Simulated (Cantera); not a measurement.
A closed system holds: 1 mol PbO, 1.2 mol H2, 0.9 mol N2, equilibrated at 1173.15 K and 1.33 mbar.

Equilibrium computed with Cantera from the NASA thermochemical tables; the gas is ideal and each condensed phase is pure. Candidate condensed phases: H2O, Pb, PbO, PbO2, Pb3O4; 27 gas species. Rates play no part.

Base state: H2O 0.325, Pb 0.317, N2 0.293, H2 0.0651, PbO 3.86e-5 (mole fractions); condensed: Pb(l).

Problem. What changes in the equilibrium state with this change: pressure from 1.33 mbar to 42.0 mbar?

Solution. 
| species | before | after |
|---|---|---|
| H2O | 0.325 | 0.471 |
| N2 | 0.293 | 0.424 |
| H2 | 0.0651 | 0.0943 |
| Pb | 0.317 | 0.0101 |
| PbO | 3.86e-5 | 1.23e-6 |
| Pb(l), mol | 0.0246 | 0.979 |
